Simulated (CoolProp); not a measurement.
Properties of methane along the isotherm -93.15 °C (Tc = -82.6 °C, pc = 45.99 bar, ω = 0.011).

Values from CoolProp's reference Helmholtz-energy equation of state, Setzmann 1991.

```tsv
p (bar)	phase	Z	isothermal compressibility (1/MPa)	viscosity (µPa s)
28.7	gas	[?]	0.6246	[?]
57.5	liquid	0.2060	0.02163	[?]
86.2	liquid	0.2942	[?]	40.4
115	liquid	[?]	0.01004	43.7
144	liquid	0.4631	0.008045	46.6
172	liquid	0.5418	0.006782	49.1
201	liquid	0.6217	[?]	51.6
230	liquid	[?]	0.005160	53.8
```

### Question
What belongs in the gaps?

### Answer

- 28.7, Z: 0.6674
- 28.7, viscosity (µPa s): 8.03
- 57.5, viscosity (µPa s): 36.4
- 86.2, isothermal compressibility (1/MPa): 0.01354
- 115, Z: 0.3796
- 201, isothermal compressibility (1/MPa): 0.005853
- 230, Z: 0.7002

Viscosity comes from a separate model (Quiñones-Cisneros 2006).
